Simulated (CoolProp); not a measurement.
Model: reference Helmholtz-energy equation of state, Wagner 2002, in CoolProp.

Q: Give the vapour pressure (bar), vapour density (kg/m³), liquid conductivity (mW/(m K)) of saturated water at 157.05, 171.85 °C.

A: 
```csv
T (°C),p (bar),vapour density (kg/m³),liquid conductivity (mW/(m K))
157.05,5.73,3.04,679
171.85,8.28,4.30,675
```

Thermal conductivity comes from a separate model (Huber 2012).
